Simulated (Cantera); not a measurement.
What does this Cantera script print?

```python
import numpy as np
import cantera as ct

gas_names = """
    AL ALBr ALBr3 ALH ALN AL2 AL2Br6 Br Br2 H HBr H2 N NH NH2 NH3 N2 N2H2 N2H4
""".split()
cond_names = """
    AL(cr) AL(L) ALBr3(s) ALBr3(L) ALN(s) Br2(cr) Br2(L)
""".split()


def load(file, names, dense=False):
    # The tables refer to 1 bar. Condensed volumes are neglected.
    table = {s.name: s for s in ct.Species.list_from_file(file)}
    out = []
    for n in names:
        d = dict(table[n].input_data)
        d["thermo"] = dict(d["thermo"], **{"reference-pressure": 1e5})
        if dense:
            d["equation-of-state"] = {"model": "constant-volume", "density": "1e6 g/cm^3"}
        out.append(ct.Species.from_dict(d))
    return out


gas = ct.Solution(thermo="ideal-gas", species=load("nasa_gas.yaml", gas_names))
cond = {s.name: ct.Solution(thermo="fixed-stoichiometry", species=[s], name=s.name)
        for s in load("nasa_condensed.yaml", cond_names, dense=True)}
atoms = {
    'AlBr3': {'AL': 1, 'Br': 3},
    'NH3': {'N': 1, 'H': 3},
    'H2': {'H': 2},
}
top_T = {'ALN(s)': 2750}  # K; cautious upper limits of use, not melting points


def equilibrate(T, P, feed):
    n = {}
    for name, mol in feed.items():
        for a, k in atoms[name].items():
            n[a] = n.get(a, 0.0) + k * mol
    gas.TPX = T, P, n
    mass = sum(n.values()) * gas.mean_molecular_weight
    gas.equilibrate("TP")
    valid = [c for c in cond.values() if c.min_temp <= T <= top_T.get(c.name, c.max_temp)]
    mix = ct.Mixture([(gas, mass / gas.mean_molecular_weight)] + [(c, 0.0) for c in valid])
    mix.T, mix.P = T, P
    mix.equilibrate("TP", solver="vcs", rtol=1e-11, max_steps=5000)
    return mix


results = []
feed = {'AlBr3': 1, 'NH3': 440, 'H2': 1.7}  # mol
T = 2198  # K
for P in [10, 32, 100, 320, 1000, 3200, 10000, 32000, 100000]:
    mix = equilibrate(T, P, feed)
    results.append((T, P, feed, dict(zip(mix.species_names, mix.species_moles))))

top = {s: max(r[3][s] / sum(r[3][g] for g in gas_names) for r in results) for s in gas_names}
cols = sorted((s for s in top if top[s] > 1e-05), key=lambda s: -top[s])[:8]
seen = [c for c in cond_names if any(r[3].get(c, 0) > 1e-12 for r in results)]
print("log10 of partial pressures in bar; condensed amounts in mol")
print(f"{'P/Pa':>10s}" + "".join(f"{s[:9]:>10s}" for s in cols + seen))
for T, P, feed, n in results:
    ng = sum(n[g] for g in gas_names)
    print(f"{P:10.4g}" + "".join(f"{np.log10(max(n[s] / ng * P / 1e5, 1e-99)):10.3f}" for s in cols)
          + "".join(f"{n.get(c, 0):10.4g}" for c in seen))
```

Result:

```
log10 of partial pressures in bar; condensed amounts in mol
      P/Pa        H2         H        N2        Br       HBr      ALBr        AL       ALH
        10    -4.368    -4.438    -4.692    -6.589    -7.736    -9.031    -7.040    -9.949
        32    -3.758    -4.133    -4.153    -6.081    -6.923    -7.994    -6.510    -9.114
       100    -3.204    -3.856    -3.636    -5.619    -6.184    -7.041    -6.020    -8.347
       320    -2.665    -3.587    -3.117    -5.191    -5.486    -6.155    -5.561    -7.619
      1000    -2.151    -3.330    -2.615    -4.819    -4.858    -5.387    -5.165    -6.966
      3200    -1.635    -3.072    -2.105    -4.484    -4.265    -4.701    -4.814    -6.357
     1e+04    -1.134    -2.821    -1.607    -4.186    -3.717    -4.098    -4.509    -5.802
   3.2e+04    -0.626    -2.567    -1.101    -3.904    -3.180    -3.530    -4.224    -5.262
     1e+05    -0.129    -2.319    -0.605    -3.639    -2.666    -3.000    -3.959    -4.748
```

These are equilibrium values from Cantera (NASA tables, ideal gas, pure condensed phases), not measurements of a reactor.
